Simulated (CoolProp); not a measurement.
Vapour pressure (MPa) of tetrahydrofuran: the reference equation beside estimates from Tc = 540.2 K, pc = 5.304 MPa, ω = 0.234. Clausius-Clapeyron is anchored at 414.9 K with a constant enthalpy of vaporisation of 25.35 kJ/mol.

Values from CoolProp's reference Helmholtz-energy equation of state, Fiedler 2023.

```
T (K)  reference  Lee-Kesler  Clausius-Clapeyron  van der Waals  Redlich-Kwong  Soave-Redlich-Kwong  Peng-Robinson
-----  ---------  ----------  ------------------  -------------  -------------  -------------------  -------------
414.9     0.7143      0.7227              0.7143          1.680         0.9691               0.7242         0.7163
423.9     0.8557      0.8672              0.8349          1.859          1.135               0.8703         0.8600
432.8      1.015       1.030              0.9679          2.047          1.318                1.035          1.022
441.8      1.198       1.217               1.117          2.250          1.523                1.225          1.209
450.8      1.404       1.427               1.282          2.465          1.748                1.439          1.420
459.7      1.632       1.660               1.462          2.690          1.993                1.676          1.655
468.7      1.891       1.922               1.660          2.930          2.262                1.944          1.920
477.7      2.179       2.215               1.876          3.182          2.555                2.242          2.216
486.6      2.495       2.535               2.109          3.445          2.869                2.569          2.541
495.6      2.850       2.894               2.363          3.723          3.211                2.932          2.904
```

Absolute difference from the reference over all 10 rows, mean and median: Lee-Kesler 1.5 and 1.6 %, Clausius-Clapeyron 9.2 and 9.6 %, van der Waals 75.2 and 70.2 %, Redlich-Kwong 23.6 and 23.3 %, Soave-Redlich-Kwong 2.4 and 2.6 %, Peng-Robinson 1.2 and 1.3 %.
